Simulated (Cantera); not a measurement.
Feed: 1 mol Si3N4, 0.024 mol H2O, 120 mol H2.

Cantera equilibrium calculation (NASA polynomials, part measured and part estimated; ideal gas, pure solids and liquids). Candidate condensed phases: H2O, Si, SiO2, Si2N2O, Si3N4; 35 gas species. Mutual solubility and eutectic melting of coexisting phases are not modelled. Equilibrium is a limit: real reactors are often held back by kinetics, nucleation or transport.

Stable condensed phases, one row left out:

```
T in K \ P in Pa
            0.10    0.75     5.6      42     320    2400   18000  130000 1000000
   2075        A       A       A       A       A       B       B       B       B
   1975        A       A       A       A       B       B       B       B       C
   1925        A       A       A       A       B       B       B       B       C
   1875        A       A       A       B       B       B       B       B       D
   1825        A       A       A       B       B       B       B       C       D
   1775        A       A       A       B       B       B       B       D       D
   1725        A       A       B       B       B       B       C       D       D
   1675        A       A       B       B       B       B       C       D       D
```

A: gas only; B: Si; C: Si + Si3N4; D: Si + Si2N2O + Si3N4.

Question: Give the row for 2025 K.

Answer: 0.10: gas only; 0.75: gas only; 5.6: gas only; 42: gas only; 320: Si; 2400: Si; 18000: Si; 130000: Si; 1000000: Si.
